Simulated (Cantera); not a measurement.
A perfectly stirred reactor is fed with C2H4 : H2 = 1 : 6.5 (molar parts), at 0.987 atm; it is held at 1925 K, and followed from long to short residence time.

Detailed kinetics in Cantera: GRI-Mech 3.0 (53 species, 325 reactions). GRI-Mech 3.0 was tuned for natural gas; its chemistry of ethylene as a main component is partial and can be far from experiment. GRI-Mech 3.0 stops at C3 and has no aromatics, soot or wall deposition, so with more carbon than oxygen in the feed, carbon stays in small species such as C2H2 where larger ones or solid carbon would form.

Problem. What does this change do: temperature 1925 to 1900 K?

Solution. 
| quantity | before | after |
|---|---|---|
| x(C2H4) at τ = 4.80 s | 0.00104 | 0.00120 |
| x(H2) at τ = 4.80 s | 0.877 | 0.877 |
| x(C2H) at τ = 4.80 s | 1.68e-6 | 1.26e-6 |
| x(C2H2) at τ = 4.80 s | 0.114 | 0.113 |
| x(C2H6) at τ = 4.80 s | 6.36e-7 | 8.26e-7 |
| x(C2H4) at τ = 64.0 ms | 0.00112 | 0.00131 |
| x(H2) at τ = 64.0 ms | 0.878 | 0.878 |
| x(C2H) at τ = 64.0 ms | 1.67e-6 | 1.26e-6 |
| x(C2H2) at τ = 64.0 ms | 0.114 | 0.114 |
| x(C2H6) at τ = 64.0 ms | 5.23e-7 | 6.60e-7 |

Problem. What does this change do: 0.46 parts H2O added?

Solution. 
```csv
quantity,before,after
x(C2H4) at τ = 4.80 s,0.00104,0.000709
x(H2) at τ = 4.80 s,0.877,0.864
x(C2H) at τ = 4.80 s,1.68e-6,1.17e-6
x(C2H2) at τ = 4.80 s,0.114,0.0791
x(C2H6) at τ = 4.80 s,6.36e-7,4.45e-7
x(C2H4) at τ = 64.0 ms,0.00112,0.000887
x(H2) at τ = 64.0 ms,0.878,0.846
x(C2H) at τ = 64.0 ms,1.67e-6,1.39e-6
x(C2H2) at τ = 64.0 ms,0.114,0.0926
x(C2H6) at τ = 64.0 ms,5.23e-7,8.88e-7
```

Problem. What does this change do: C2H4 1 to 1.6 parts?

Solution. 
```json
[
 {"quantity": "x(C2H4) at τ = 4.80 s", "before": "0.00104", "after": "0.00139"},
 {"quantity": "x(H2) at τ = 4.80 s", "before": "0.877", "after": "0.829"},
 {"quantity": "x(C2H) at τ = 4.80 s", "before": "1.68e-6", "after": "2.44e-6"},
 {"quantity": "x(C2H2) at τ = 4.80 s", "before": "0.114", "after": "0.161"},
 {"quantity": "x(C2H6) at τ = 4.80 s", "before": "6.36e-7", "after": "8.03e-7"},
 {"quantity": "x(C2H4) at τ = 64.0 ms", "before": "0.00112", "after": "0.00150"},
 {"quantity": "x(H2) at τ = 64.0 ms", "before": "0.878", "after": "0.830"},
 {"quantity": "x(C2H) at τ = 64.0 ms", "before": "1.67e-6", "after": "2.42e-6"},
 {"quantity": "x(C2H2) at τ = 64.0 ms", "before": "0.114", "after": "0.161"},
 {"quantity": "x(C2H6) at τ = 64.0 ms", "before": "5.23e-7", "after": "6.84e-7"}
]
```
